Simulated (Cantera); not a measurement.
NO annealing gas

An isothermal, constant-pressure homogeneous reactor starts with 90.1 % NO, 9.91 % N2, at 1675 K and 0.300 bar.

Detailed kinetics in Cantera: GRI-Mech 3.0 (53 species, 325 reactions).

```
t (s)      x NO     x N2O      x O2      x O     x NO2    x N2
--------  -----  --------  --------  -------  --------  ------
3.00e-6   0.901   5.07e-8  4.82e-12  4.98e-8  9.64e-10  0.0991
9.90e-6   0.901   1.67e-7  5.03e-11  1.57e-7   1.00e-8  0.0991
3.27e-5   0.901   5.52e-7  5.02e-10  4.53e-7   9.94e-8  0.0991
0.000108  0.901   1.82e-6   4.40e-9  1.00e-6   8.22e-7  0.0991
0.000356  0.901   5.95e-6   3.23e-8  1.40e-6   4.65e-6  0.0991
0.00117   0.901   1.92e-5   2.50e-7  1.70e-6   1.85e-5  0.0991
0.00387   0.901   5.89e-5   2.90e-6  2.59e-6   6.45e-5  0.0991
0.0128    0.900  0.000154   4.60e-5  4.64e-6  0.000186  0.0992
0.0422    0.899  0.000272  0.000441  6.30e-6  0.000285  0.0996
0.139     0.896  0.000297   0.00207  7.01e-6  0.000322   0.101
0.459     0.885  0.000289   0.00743  8.45e-6  0.000401   0.107
1.52      0.851  0.000264    0.0244  1.19e-5  0.000571   0.124
5.00      0.753  0.000203    0.0731  1.83e-5  0.000818   0.173
```
x: mole fraction; the columns are a selection and need not sum to one.

Equilibrium at this temperature and pressure: NO 0.00322, N2O 8.65e-8, O2 0.449, O 4.20e-5, NO2 8.57e-6, N2 0.548 (gas phase only).
